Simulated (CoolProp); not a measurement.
Vapour pressure (MPa) of o-xylene: the reference equation beside estimates from Tc = 630.3 K, pc = 3.737 MPa, ω = 0.312. Clausius-Clapeyron is anchored at 478.7 K with a constant enthalpy of vaporisation of 31.92 kJ/mol.

The numbers come from the reference Helmholtz-energy equation of state, Zhou 2012 in CoolProp.

| T (K) | reference | Lee-Kesler | Clausius-Clapeyron | van der Waals | Soave-Redlich-Kwong |
|---|---|---|---|---|---|
| 404.7 | 0.07126 | 0.07006 | 0.09326 | 0.4751 | 0.07027 |
| 429.4 | 0.1374 | 0.1367 | 0.1609 | 0.6516 | 0.1367 |
| 454 | 0.2434 | 0.2442 | 0.2612 | 0.8657 | 0.2440 |
| 478.7 | 0.4041 | 0.4076 | 0.4041 | 1.122 | 0.4080 |
| 503.4 | 0.6352 | 0.6420 | 0.5990 | 1.422 | 0.6450 |
| 528.1 | 0.9542 | 0.9645 | 0.8557 | 1.769 | 0.9730 |
| 552.8 | 1.381 | 1.394 | 1.184 | 2.164 | 1.411 |
| 577.4 | 1.939 | 1.951 | 1.592 | 2.608 | 1.978 |

Absolute difference from the reference over all 8 rows, mean and median: Lee-Kesler 0.9 and 0.9 %, Clausius-Clapeyron 12.9 and 12.3 %, van der Waals 209.3 and 150.8 %, Soave-Redlich-Kwong 1.4 and 1.5 %.
